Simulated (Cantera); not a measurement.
Input: 1 mol Fe(CO)5, 0.2 mol O2, 3.4 mol H2, at 600 °C and 0.000330 bar.

Cantera equilibrium calculation (NASA polynomials, part measured and part estimated; ideal gas, pure solids and liquids). Candidate condensed phases: C, C6H6, C7H8, C8H18, Fe, Fe(CO)5, FeO, Fe(OH)2, Fe(OH)3, Fe2O3, Fe3O4, H2O; 114 gas species. Equilibrium is a limit: real reactors are often held back by kinetics, nucleation or transport.

Base state: CO 0.558, H2 0.395, CO2 0.0376, H2O 0.00999 (mole fractions); condensed: Fe(α).

Q: What changes in the equilibrium state with this change: temperature from 600 °C to 1075 °C?

A: 
| species | before | after |
|---|---|---|
| CO | 0.558 | 0.574 |
| H2 | 0.395 | 0.378 |
| H2O | 0.00999 | 0.0268 |
| CO2 | 0.0376 | 0.0208 |
| Fe | <1e-9 | 1.24e-5 |
| H | 1.62e-9 | 7.83e-5 |
| Fe(α), mol | 1.00 | 0 |
| Fe(γ), mol | 0 | 1.000 |
